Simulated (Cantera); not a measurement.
Charge: 1 mol Si, 1.6 mol Cl₂, 14 mol H₂, equilibrated at 1 atm.

Cantera equilibrium calculation (NASA polynomials, part measured and part estimated; ideal gas, pure solids and liquids). Candidate condensed phases: Si; 19 gas species. Rates play no part.

Over these rows the condensed part is Si(s). Partial pressures as log10 of bar:

```json
[
 {"T (K)": "823", "1000/T (1/K)": "1.2151", "log p SiCl₂": "-5.62", "log p H₂": "-0.02", "log p SiCl₄": "-1.47", "log p SiHCl₃": "-1.57"},
 {"T (K)": "873", "1000/T (1/K)": "1.1455", "log p SiCl₂": "-5.04", "log p H₂": "-0.02", "log p SiCl₄": "-1.47", "log p SiHCl₃": "-1.58"},
 {"T (K)": "923", "1000/T (1/K)": "1.0834", "log p SiCl₂": "-4.53", "log p H₂": "-0.02", "log p SiCl₄": "-1.47", "log p SiHCl₃": "-1.59"},
 {"T (K)": "973", "1000/T (1/K)": "1.0277", "log p SiCl₂": "?", "log p H₂": "-0.02", "log p SiCl₄": "-1.48", "log p SiHCl₃": "-1.60"},
 {"T (K)": "1023", "1000/T (1/K)": "0.9775", "log p SiCl₂": "-3.66", "log p H₂": "-0.03", "log p SiCl₄": "-1.49", "log p SiHCl₃": "-1.62"},
 {"T (K)": "1073", "1000/T (1/K)": "0.9320", "log p SiCl₂": "-3.30", "log p H₂": "-0.03", "log p SiCl₄": "-1.50", "log p SiHCl₃": "-1.63"}
]
```

Problem. Fit log p(SiCl₂) = a + b·(1000/T) to the five rows, give the apparent enthalpy, and predict the row at 973 K.

Solution. Means: 1000/T = 1.0707, log p = -4.430. Sxy = -0.447229, Sxx = 0.0545316, so b = -8.20 and a = -4.430 − (-8.20)×1.0707 = 4.35.
Apparent enthalpy: −19.145 × (-8.20) = 157 kJ/mol. With the condensed phases at unit activity, 1/2 Si(s) + 1/2 SiCl₄(g) = SiCl₂(g) links this pressure to the main gases: over the six rows their terms move log p by -0.02 in all, so the slope is close to that reaction's ΔH°. The five rows lie within 0.01 of the line.
Prediction at 973 K: 4.35 + (-8.20)×1.0277 = -4.08. The computed value is -4.07, 0.01 from the line.
